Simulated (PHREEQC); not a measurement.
0.02 g of hydrous ferric oxide (600 m²/g; 0.2 weak and 0.005 strong sites per Fe, Dzombak-Morel constants, diffuse double layer) in 1 kg of water with 0.3 mol/kgw of an inert sodium salt and 2.7e-05 mol NaH2PO4, at 25 °C; the pH is set by adding NaOH or the inert anion's acid. O2 is buffered at 0.21 atm. No CO2 enters from the air. No solid was allowed to form.

Model: ion-association model, wateq4f.dat, run in PHREEQC.

Task: Predict P sorbed (%), surface charge σ (C/m²) at pH = 4.5, 9, 10.

Result: 
| pH | P sorbed (%) | surface charge σ (C/m²) |
|---|---|---|
| 4.5 | 89.1 | 0.107 |
| 9 | 7.2 | -0.060 |
| 10 | 0.4 | -0.132 |

Complexes and solids missing from the database can't appear. H3PO4, which wateq4f.dat lacks, is added to it with the constant of phreeqc.dat.
